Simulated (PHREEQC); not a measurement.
Dissolve 0.033 mol/kgw HF, 4.1e-05 mol/kgw NaF and 0.0016 mol/kgw H2SO4 at 25 °C. Closed to the air; pH follows from the charge balance.

Equilibrium calculation in PHREEQC: ion-association model, wateq4f.dat.

The pH comes out as 2.24 and the ionic strength is 0.00742 mol/kgw. The total alkalinity is -36.2 meq/kg.

```json
[
 {"species": "HF", "molality": "0.0257", "activity": "0.0257", "log γ": "0.001"},
 {"species": "H+", "molality": "0.00626", "activity": "0.00577", "log γ": "-0.035"},
 {"species": "F-", "molality": "0.00326", "activity": "0.00297", "log γ": "-0.040"},
 {"species": "H2F2", "molality": "0.00172", "activity": "0.00173", "log γ": "0.001"},
 {"species": "SO4-2", "molality": "0.00112", "activity": "0.000784", "log γ": "-0.154"},
 {"species": "HSO4-", "molality": "0.000481", "activity": "0.000440", "log γ": "-0.039"}
]
```

This is a speciation only: nothing precipitates in the calculation. wateq4f.dat counts part of the HF as a dimer, H2F2, which phreeqc.dat doesn't know; its constant is uncertain.
